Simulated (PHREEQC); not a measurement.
Synthetic water in mg/L, 59 °C, pH 4.13, pe 10.8:

| constituent | mg/L |
|---|---|
| Na | 24.3 |
| K | 57.9 |
| Ca | 52.9 |
| Mg | 40.4 |
| Cl | 36 |
| S(6) as SO4 | 372 |
| Zn | 0.138 |
| B | 0.0943 |

Valence states are taken as typed.

Equilibrium calculation in PHREEQC: ion-association model, phreeqc.dat.

No solid was allowed to form.

Problem. Predict the ionic strength.

Solution. ionic strength 0.0118 mol/kgw.

Problem. In which forms is K present?

Solution. K+ 98 %, KSO4- 2.1 % of the K.

Species that the database lacks are ignored. Constants without temperature data keep their 25 °C values here.
